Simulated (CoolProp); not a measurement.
R22 at 293.15 K and 1.46 MPa is throttled through a valve to 0.607 MPa with no heat exchange. Each further row changes one setting.

Values from CoolProp's reference Helmholtz-energy equation of state, Kamei 1995.

| case | temperature change (K) | final phase | final density (kg/m³) |
|---|---|---|---|
| as stated | -13.8 | two-phase, vapour fraction 0.084 | 252 |
| outlet pressure 0.182 MPa | -47.5 | ? | 32.5 |
| outlet pressure 0.789 MPa | ? | ? | 571 |

### Question
What belongs in the gaps?

### Answer

- outlet pressure 0.182 MPa, final phase: two-phase, vapour fraction 0.246
- outlet pressure 0.789 MPa, temperature change (K): -5.0
- outlet pressure 0.789 MPa, final phase: two-phase, vapour fraction 0.032
